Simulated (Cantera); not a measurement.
## Thermodynamics of fluorocarbon and chlorocarbon gases, feed CCl4 + F2 + H2

Feed: 1 mol CCl4, 0.83 mol F2, 6.6 mol H2, held at 0.825 Torr.

These are equilibrium values from Cantera (NASA tables, ideal gas, pure condensed phases), not measurements of a reactor. Candidate condensed phases: C, C6H6, C7H8, C8H18; 118 gas species. The numbers say what is thermodynamically allowed, not how fast it happens.

```csv
T (K),log p HCl,log p H2,log p HF,log p H,log p Cl,n C(graphite)
1548,-3.33,-3.36,-3.71,-6.19,-6.26,1.000
1573,-3.33,-3.36,-3.71,-6.07,-6.14,1.000
1598,-3.33,-3.36,-3.71,-5.95,-6.03,1.000
1623,-3.33,-3.36,-3.71,-5.84,-5.92,1.000
1648,-3.33,-3.36,-3.71,-5.73,-5.81,1.000
1673,-3.33,-3.36,-3.71,-5.62,-5.71,1.000
1698,-3.33,-3.36,-3.71,-5.52,-5.60,0.999
1723,-3.34,-3.36,-3.71,-5.42,-5.51,0.999
1748,-3.34,-3.36,-3.71,-5.32,-5.41,0.999
1773,-3.34,-3.36,-3.72,-5.23,-5.32,0.999
```
log p: log10 of the partial pressure in bar; n: condensed amount in mol.

From 1548 K to 1773 K the condensed part is C(graphite). The main C-bearing gas is C2H2 (acetylene) throughout.
